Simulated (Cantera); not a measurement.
An isothermal, constant-pressure homogeneous reactor starts with 0.533 % CH2O, 0.272 % O2, 97.0 % N2, 2.23 % CH4, equivalence ratio 18, at 1550 K and 465 Torr.

Model: GRI-Mech 3.0 (53 species, 325 reactions), integrated in Cantera. GRI-Mech 3.0 stops at C3 and has no aromatics, soot or wall deposition, so with more carbon than oxygen in the feed, carbon stays in small species such as C2H2 where larger ones or solid carbon would form.

x: mole fraction; the columns are a selection and need not sum to one.

```tsv
t (s)	x CH2O	x O2	x C2H6	x H	x CO2	x O	x CO
4.00e-5	0.00533	0.00271	2.78e-10	…	3.67e-11	2.76e-9	6.27e-6
0.000133	0.00529	0.00271	1.86e-8	…	2.12e-9	7.29e-9	4.13e-5
0.000439	0.00491	0.00268	1.51e-6	…	1.71e-7	2.93e-8	0.000429
0.00145	0.00261	0.00251	3.54e-5	…	4.87e-6	5.05e-8	0.00281
0.00482	0.000353	0.00227	8.66e-5	…	1.82e-5	4.25e-8	0.00518
0.0160	1.51e-5	0.00187	0.000111	…	4.40e-5	4.63e-8	0.00570
0.0529	4.08e-6	0.000739	5.35e-5	…	0.000118	1.91e-8	0.00635
0.175	1.88e-7	5.25e-5	1.23e-5	…	0.000177	8.90e-10	0.00677
0.581	1.88e-8	1.87e-8	4.12e-6	…	0.000227	1.55e-12	0.00677
1.92	7.63e-9	<1e-12	8.53e-7	…	0.000255	1.02e-12	0.00684
6.38	2.58e-9	<1e-12	1.31e-7	7.42e-6	0.000214	<1e-12	0.00730
21.1	9.27e-10	<1e-12	4.06e-8	7.82e-6	0.000146	<1e-12	0.00844
70.0	2.17e-10	<1e-12	1.37e-8	7.99e-6	4.15e-5	<1e-12	0.00992
```

Problem. What belongs in the gaps?

Solution. 
- 4.00e-5, x H: 2.01e-7
- 0.000133, x H: 5.18e-7
- 0.000439, x H: 2.03e-6
- 0.00145, x H: 3.14e-6
- 0.00482, x H: 2.34e-6
- 0.0160, x H: 3.26e-6
- 0.0529, x H: 4.91e-6
- 0.175, x H: 4.42e-6
- 0.581, x H: 5.16e-6
- 1.92, x H: 6.46e-6
